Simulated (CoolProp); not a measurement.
Computed with CoolProp (reference Helmholtz-energy equation of state, Lemmon 2006). It is a short technical equation, of lower accuracy than the large ones.

Task: For C3F8 (R218), give the phase and the isothermal compressibility (1/MPa), conductivity (mW/(m K)), Prandtl number at 82.65 °C and 968 kPa; 82.65 °C and 1060 kPa; 82.65 °C and 1140 kPa.

Result: 
- 82.65 °C and 968 kPa: gas; isothermal compressibility 1.19, conductivity 17.7, Prandtl number 0.791
- 82.65 °C and 1060 kPa: gas; isothermal compressibility 1.11, conductivity 17.9, Prandtl number 0.797
- 82.65 °C and 1140 kPa: gas; isothermal compressibility 1.05, conductivity 18.0, Prandtl number 0.802

Viscosity comes from a separate model (Huber 2003), an estimate that may be off by 10 % or more. Thermal conductivity comes from a separate model (Huber 2003), an estimate that may be off by 10 % or more.
